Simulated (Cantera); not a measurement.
A closed system holds: 1 mol Si2Cl6, a varied amount of NH3, 32 mol N2, at 1548.15 K and 0.240 Torr.

Equilibrium computed with Cantera from the NASA thermochemical tables; the gas is ideal and each condensed phase is pure. Candidate condensed phases: NH4Cl, Si, Si3N4; 28 gas species. The feed counts by its element totals alone. The tables' values for SiCl3, SiCl are old estimates; treat these amounts as uncertain. Equilibrium is a limit: real reactors are often held back by kinetics, nucleation or transport.

log p: log10 of the partial pressure in bar; n: condensed amount in mol.

| n(NH3) (mol) | log p N2 | log p H2 | log p HCl | log p SiCl2 | log p H | log p SiCl3 | n Si3N4(s) |
|---|---|---|---|---|---|---|---|
| 2.8 | -3.58 | -4.60 | -4.81 | -4.81 | -6.81 | -7.05 | 0 |
| 3.6 | -3.59 | -4.48 | -4.81 | -4.83 | -6.75 | -7.13 | 0.0123 |
| 4.5 | -3.60 | ? | -4.78 | -4.87 | -6.71 | -7.19 | ? |
| 5.7 | -3.62 | ? | -4.77 | -4.92 | -6.66 | -7.27 | ? |
| 7.2 | -3.64 | -4.21 | -4.76 | -4.97 | -6.62 | -7.36 | 0.116 |
| 9.1 | -3.66 | -4.13 | -4.76 | -5.03 | -6.58 | -7.46 | 0.151 |
| 11 | -3.68 | -4.07 | -4.76 | -5.09 | -6.55 | -7.54 | 0.180 |

Task: Complete the blanks.

Result: 
- 4.5, log p H2: -4.39
- 4.5, n Si3N4(s): 0.0448
- 5.7, log p H2: -4.30
- 5.7, n Si3N4(s): 0.0801
